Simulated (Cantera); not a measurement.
# Stirred combustor or abatement burner

A perfectly stirred reactor is fed with 16.2 % CH3OH, 15.2 % O2, 57.2 % N2, 11.4 % CO2, equivalence ratio 1.6, at 490000 Pa; it is adiabatic with a 425 K inlet, and is followed from long to short residence time, starting on the burning branch (τ in s: 0.2, 0.076, 0.029, 0.011, 0.0042, 0.0016, 0.00062, 0.00024, 9.1e-05).

Cantera simulation using GRI-Mech 3.0 (53 species, 325 reactions); the numbers are that mechanism's predictions, not measurements. GRI-Mech 3.0 was tuned for natural gas; its chemistry of methanol as a main component is partial and can be far from experiment.

```json
[
 {"τ (s)": "0.20", "T (K)": "1781", "x CH3OH": "1.98e-6", "x O2": "4.53e-5", "x CO2": "0.129", "x CH2O": "1.69e-6", "x C2H2": "5.39e-8", "x H2O": "0.227"},
 {"τ (s)": "0.076", "T (K)": "1779", "x CH3OH": "3.33e-6", "x O2": "7.65e-5", "x CO2": "0.129", "x CH2O": "2.82e-6", "x C2H2": "6.23e-8", "x H2O": "0.227"},
 {"τ (s)": "0.029", "T (K)": "1777", "x CH3OH": "5.75e-6", "x O2": "0.000133", "x CO2": "0.129", "x CH2O": "4.83e-6", "x C2H2": "1.00e-7", "x H2O": "0.227"},
 {"τ (s)": "0.011", "T (K)": "1774", "x CH3OH": "1.03e-5", "x O2": "0.000239", "x CO2": "0.129", "x CH2O": "8.59e-6", "x C2H2": "2.07e-7", "x H2O": "0.226"},
 {"τ (s)": "0.0042", "T (K)": "1768", "x CH3OH": "1.93e-5", "x O2": "0.000446", "x CO2": "0.129", "x CH2O": "1.59e-5", "x C2H2": "4.99e-7", "x H2O": "0.226"},
 {"τ (s)": "0.0016", "T (K)": "1760", "x CH3OH": "3.83e-5", "x O2": "0.000876", "x CO2": "0.129", "x CH2O": "3.12e-5", "x C2H2": "1.33e-6", "x H2O": "0.225"},
 {"τ (s)": "0.00062", "T (K)": "1746", "x CH3OH": "8.26e-5", "x O2": "0.00183", "x CO2": "0.128", "x CH2O": "6.62e-5", "x C2H2": "3.61e-6", "x H2O": "0.223"},
 {"τ (s)": "0.00024", "T (K)": "1715", "x CH3OH": "0.000212", "x O2": "0.00434", "x CO2": "0.126", "x CH2O": "0.000166", "x C2H2": "8.81e-6", "x H2O": "0.220"},
 {"τ (s)": "9.1e-5", "T (K)": "425", "x CH3OH": "0.162", "x O2": "0.152", "x CO2": "0.114", "x CH2O": "<1e-12", "x C2H2": "<1e-12", "x H2O": "<1e-12"}
]
```
x: mole fraction; the columns are a selection and need not sum to one.
